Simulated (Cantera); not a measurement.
Standard-state values (1 bar) from the NASA 1993 polynomials, evaluated with Cantera. Values are per mole of reaction as written; species without (g) are pure solids or liquids, kept so even where they would boil at 1 bar.

**Question.** Between 300 and 823 K, where is each reaction favourable under standard conditions?
- 2 CS2(g) + 2 C2H6(g) = 4 S + 3 C2H4(g)

**Answer.** 
- 2 CS2(g) + 2 C2H6(g) = 4 S + 3 C2H4(g): ΔG° is 136 kJ at 300 K and 187 kJ at 823 K; it stays positive (K < 1). ΔH° is 130 kJ and ΔS° -69 J/K at 823 K.
